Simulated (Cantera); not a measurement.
A closed system holds: 1 mol C, 0.012 mol NH3, 42 mol N2, at 1752 °C and 0.000140 bar.

These are equilibrium values from Cantera (NASA tables, ideal gas, pure condensed phases), not measurements of a reactor. Candidate condensed phases: C, C6H6, C7H8, C8H18; 92 gas species. Kinetics and transport are ignored.

Base state: N2 0.999, H 0.000737, HCN 7.36e-5, CN 6.58e-5, H2 2.05e-5 (mole fractions); condensed: C(graphite).

Problem. What changes in the equilibrium state with this change: C replaced by CO?

Solution. 
```json
[
 {"species": "N2", "before": "0.999", "after": "0.976"},
 {"species": "CO", "before": "0", "after": "0.0232"},
 {"species": "H", "before": "0.000737", "after": "0.000789"},
 {"species": "HCN", "before": "7.36e-5", "after": "1.04e-8"},
 {"species": "CN", "before": "6.58e-5", "after": "8.71e-9"},
 {"species": "H2", "before": "2.05e-5", "after": "2.35e-5"},
 {"species": "C(graphite), mol", "before": "0.994", "after": "0"}
]
```
Further candidate phases: H2O.
